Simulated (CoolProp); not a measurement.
The fluid at 474.1 K and 0.122 MPa flows at 0.069 m/s in a round tube of 1 mm bore and 1.5 µm roughness, fully developed (64/Re and Nu = 3.66 if laminar; Colebrook and Gnielinski if turbulent). The same conditions are run with several fluids, on thermodynamics alone (safety and materials aside).

Computed with CoolProp (reference Helmholtz-energy equation of state of each fluid (n-nonane: Lemmon 2006; water: Wagner 2002; nitrogen: Span 2000; R143a: Lemmon and Jacobsen 2000; carbon dioxide: Span 1996)).

```json
[
 {"fluid": "n-nonane", "Reynolds number": "33.9", "Darcy friction factor": "1.89", "pressure drop (Pa/m)": "18.7", "heat-transfer coefficient (W/(m² K))": "96.8", "mass flow (kg/h)": "0.000811"},
 {"fluid": "water", "Reynolds number": "2.38", "Darcy friction factor": "26.8", "pressure drop (Pa/m)": "35.8", "heat-transfer coefficient (W/(m² K))": "123", "mass flow (kg/h)": "0.000109"},
 {"fluid": "nitrogen", "Reynolds number": "2.38", "Darcy friction factor": "26.9", "pressure drop (Pa/m)": "55.4", "heat-transfer coefficient (W/(m² K))": "137", "mass flow (kg/h)": "0.000169"},
 {"fluid": "R143a", "Reynolds number": "10.5", "Darcy friction factor": "6.12", "pressure drop (Pa/m)": "38.0", "heat-transfer coefficient (W/(m² K))": "127", "mass flow (kg/h)": "0.000509"},
 {"fluid": "carbon dioxide", "Reynolds number": "4.12", "Darcy friction factor": "15.5", "pressure drop (Pa/m)": "50.5", "heat-transfer coefficient (W/(m² K))": "113", "mass flow (kg/h)": "0.000266"}
]
```

Transport values come from each fluid's own correlations; those of R143a are estimates that may be off by 10 % or more.
